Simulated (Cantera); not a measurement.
Charge: 1 mol Fe3O4, 360 mol H2, 0.049 mol H2O, held at 0.240 Torr.

Equilibrium computed with Cantera from the NASA thermochemical tables; the gas is ideal and each condensed phase is pure. Candidate condensed phases: Fe, FeO, Fe(OH)2, Fe(OH)3, Fe2O3, Fe3O4, H2O; 12 gas species. The numbers say what is thermodynamically allowed, not how fast it happens. All values below are at 1552 °C.

Base state: H2 0.957, H 0.0241, H2O 0.0110, Fe 0.00816, OH 1.93e-5 (mole fractions); condensed: gas only.

Problem. What changes in the equilibrium state with this change: Fe3O4 replaced by V2O3?

Solution. 
```tsv
species	before	after
H2	0.957	0.972
H	0.0241	0.0243
H2O	0.0110	0.00255
Fe	0.00816	0
VO2	0	0.000344
VO	0	0.000307
V	0	2.01e-5
VO(s), mol	0	1.76
```
VO: taken at fixed stoichiometry. Further candidate phases: V, VO, V2O3, V2O4, V2O5.
